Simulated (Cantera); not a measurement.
**Transport properties of process gases**

Gas mixture: 100 % CH4, at 3.38 Torr, frozen composition.

Cantera's kinetic-theory transport with the Lennard-Jones parameters of GRI-Mech 3.0, ideal gas; thermal conductivity in the mixture-averaged form. The composition is frozen, though it would react at the higher temperatures.

```csv
T (K),ρ (kg/m³),cp (J/kg/K),μ (µPa s),λ (mW/m/K),Pr,D (cm²/s) CH4,D (cm²/s) CO2,D (cm²/s) O
400,0.00217,2526,14.4,50.7,0.720,0.000,66.1,125
650,0.00134,3475,20.6,98.9,0.725,0.000,157,287
900,0.000965,4292,25.8,152,0.727,0.000,276,496
1150,0.000755,4962,30.3,206,0.732,0.000,418,746
1400,0.000620,5468,34.5,258,0.732,0.000,582,1030
1650,0.000526,5857,38.4,308,0.731,0.000,766,1360
```
D: mixture-averaged diffusion coefficient of that species in the mixture.
